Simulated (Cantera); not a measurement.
Gas mixture: H2 : CH4 = 0.39 : 0.8 (molar parts), at 7500 Torr, frozen composition.

Cantera's kinetic-theory transport with the Lennard-Jones parameters of GRI-Mech 3.0, ideal gas; thermal conductivity in the multicomponent form. The composition is frozen, though it would react at the higher temperatures.

D: mixture-averaged diffusion coefficient of that species in the mixture.

```
T (K)  ρ (kg/m³)  cp (J/kg/K)  μ (µPa s)  λ (mW/m/K)     Pr  D (cm²/s) C2H2  D (cm²/s) CH3  D (cm²/s) CH4
-----  ---------  -----------  ---------  ----------  -----  --------------  -------------  -------------
400         3.44         3219       14.5        82.7  0.566             [?]         0.0504          0.122
600         2.29         3935       19.5         127  0.605             [?]          0.102          0.242
800         1.72         4607       23.8         174  0.628             [?]          0.167          0.392
1000        1.38         5187       27.6         223  0.642             [?]          0.243          0.568
1200        1.15         5669       31.2         272  0.650             [?]          0.329          0.768
1400       0.983         6064       34.5         320  0.654             [?]          0.426          0.992
1600       0.860         6389       37.6         366  0.657             [?]          0.532           1.24
```

**Question.** What belongs in the gaps?

**Answer.** 
- 400, D (cm²/s) C2H2: 0.0395
- 600, D (cm²/s) C2H2: 0.0810
- 800, D (cm²/s) C2H2: 0.133
- 1000, D (cm²/s) C2H2: 0.194
- 1200, D (cm²/s) C2H2: 0.264
- 1400, D (cm²/s) C2H2: 0.342
- 1600, D (cm²/s) C2H2: 0.427
